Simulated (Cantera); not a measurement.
A Cantera script and what it prints.

```python
import numpy as np
import cantera as ct

gas_names = """
    H HNO HNO2 HNO3 HO2 H2 H2O H2O2 N NH NH2 NH3 NH2OH NO NO2 NO3 N2 N2H2 N2H4 N2O O OH O2 O3 Si SiH
    SiH2 SiH3 SiH4 SiN SiO SiO2 Si2 Si2N Si3
""".split()
cond_names = """
    H2O(s) H2O(L) Si(cr) Si(L) SiO2(Lqz) SiO2(hqz) SiO2(L) Si2N2O(s) Si3N4(a)
""".split()


# ... load() reads the species with a 1 bar reference pressure and builds the phases ...
atoms = {
    'SiH4': {'Si': 1, 'H': 4},
    'NO': {'N': 1, 'O': 1},
}
top_T = {'Si2N2O(s)': 2100, 'Si3N4(a)': 2400}  # K; cautious upper limits of use, not melting points


# ... equilibrate(T, P, feed) seeds the gas with the atoms and calls Mixture.equilibrate('TP', solver="vcs", rtol=1e-11, max_steps=5000) ...
results = []
feed = {'SiH4': 1, 'NO': 6}  # mol
T = 1073.15  # K
P = 100000  # Pa
mix = equilibrate(T, P, feed)
results.append((T, P, feed, dict(zip(mix.species_names, mix.species_moles))))
print(gas.report(threshold=0.0001))
for i in range(1, mix.n_phases):
    print(f"{mix.phase(i).name:16s} {mix.phase_moles(i):12.5e} mol")
```

Output:

```
       temperature   1073.2 K
          pressure   1e+05 Pa
           density   0.28405 kg/m^3
  mean mol. weight   25.345 kg/kmol
   phase of matter   gas

                          1 kg             1 kmol
                     ---------------   ---------------
          enthalpy        -2.161e+06       -5.4771e+07  J
   internal energy       -2.5131e+06       -6.3694e+07  J
           entropy            9596.9        2.4323e+05  J/K
    Gibbs function        -1.246e+07        -3.158e+08  J
 heat capacity c_p            1439.5             36484  J/K
 heat capacity c_v            1111.4             28169  J/K

                      mass frac. Y      mole frac. X     chem. pot. / RT
                     ---------------   ---------------   ---------------
               H2O           0.23693           0.33333            -53.29
                N2           0.55263           0.49998            -25.74
                O2           0.21038           0.16664           -28.554
     [  +32 minor]        5.8705e-05         4.915e-05

Si(cr)            0.00000e+00 mol
SiO2(hqz)         1.00000e+00 mol
Si2N2O(s)         0.00000e+00 mol
Si3N4(a)          0.00000e+00 mol
```

Cantera equilibrium calculation (NASA polynomials, part measured and part estimated; ideal gas, pure solids and liquids).
